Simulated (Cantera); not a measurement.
**Thermodynamics of nitride etching, feed Si3N4 + H2 + F2**

Charge: 1 mol Si3N4, 33 mol H2, 3.9 mol F2, held at 925 °C and 1.70e-5 bar.

Equilibrium computed with Cantera from the NASA thermochemical tables; the gas is ideal and each condensed phase is pure. Candidate condensed phases: Si, Si3N4; 37 gas species. The tables' values for SiF3, SiF2 are old estimates; treat these amounts as uncertain. Kinetics and transport are ignored.

```
Property                             Result
--------------------------------  ---------
x(H2)                                 0.905
x(SiF4)                              0.0468
x(N2)                                0.0367
x(SiF3)                             0.00681
x(HF)                               0.00323
x(SiF2)                             0.00109
x(SiHF3)                           0.000421
x(H)                                4.39e-5
x(SiH2F2)                           1.86e-6
n(Si3N4(s))                       0.331 mol
gas amount                        36.40 mol
log10 activity of Si(s) (absent)      -0.91
```
